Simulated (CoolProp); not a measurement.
Properties of fluorine along the isotherm -157.55 °C (Tc = -128.7 °C, pc = 5.240 MPa, ω = 0.045).

Values from CoolProp's reference Helmholtz-energy equation of state, de Reuck 1990.

```tsv
p (MPa)	phase	density (kg/m³)	cv (kJ/(kg K))	speed of sound (m/s)	Joule-Thomson coefficient (K/MPa)	expansivity (1/kK)
0.0249	gas	0.9875	0.5496	187.8	13.09	8.737
0.0375	gas	1.490	0.5505	187.7	13.07	8.781
0.0566	gas	2.254	0.5519	187.4	13.05	8.848
0.0853	gas	3.409	0.5540	187.1	13.02	8.951
0.129	gas	5.185	0.5572	186.5	12.97	9.111
0.194	gas	7.864	0.5619	185.6	12.90	9.357
0.293	gas	12.04	0.5690	184.3	12.81	9.753
0.442	gas	18.55	0.5798	182.2	12.70	10.40
0.667	gas	28.98	0.5965	178.8	12.60	11.55
1.01	gas	46.59	0.6238	173.0	12.58	13.86
1.52	liquid	1255	0.7401	553.7	-0.02175	8.236
2.29	liquid	1260	0.7405	562.2	-0.03623	7.966
3.45	liquid	1269	0.7414	574.2	-0.05587	7.607
5.21	liquid	1280	0.7429	591.2	-0.08166	7.146
7.86	liquid	1296	0.7448	614.8	-0.1137	6.588
```
